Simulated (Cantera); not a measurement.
A closed system holds: 1 mol Si, 0.016 mol CO2, 16 mol H2, 2 mol H2O, held at 775 °C and 4.20 Pa.

Cantera equilibrium calculation (NASA polynomials, part measured and part estimated; ideal gas, pure solids and liquids). Candidate condensed phases: C, C6H6, C7H8, C8H18, H2O, Si, SiC, SiO2; 123 gas species. Kinetics and transport are ignored.

Base state: H2 0.998, CO 0.000887, H2O 0.000887 (mole fractions); condensed: SiO2(β-quartz).

Task: What changes in the equilibrium state with this change: 0.0099 mol CH4 added?

Result: 
| species | before | after |
|---|---|---|
| H2 | 0.998 | 0.998 |
| CO | 0.000887 | 0.00143 |
| H2O | 0.000887 | 0.000337 |
| SiO2(β-quartz), mol | 1.00 | 1.00 |

Task: What changes in the equilibrium state with this change: Si replaced by SiC?

Result: 
```
species                before    after
-------------------  --------  -------
H2                      0.998    0.984
CO                   0.000887   0.0159
H2O                  0.000887  1.23e-7
SiO2(β-quartz), mol      1.00    0.870
C(graphite), mol            0    0.595
SiC(s), mol                 0    0.130
```
Mutual solubility and eutectic melting of coexisting phases are not modelled.

Task: What changes in the equilibrium state with this change: 0.095 mol CH4 added?

Result: 
| species | before | after |
|---|---|---|
| H2 | 0.998 | 0.995 |
| CO | 0.000887 | 0.00463 |
| H2O | 0.000887 | 8.23e-8 |
| SiO2(β-quartz), mol | 1.00 | 0.974 |
| SiC(s), mol | 0 | 0.0263 |
Mutual solubility and eutectic melting of coexisting phases are not modelled.
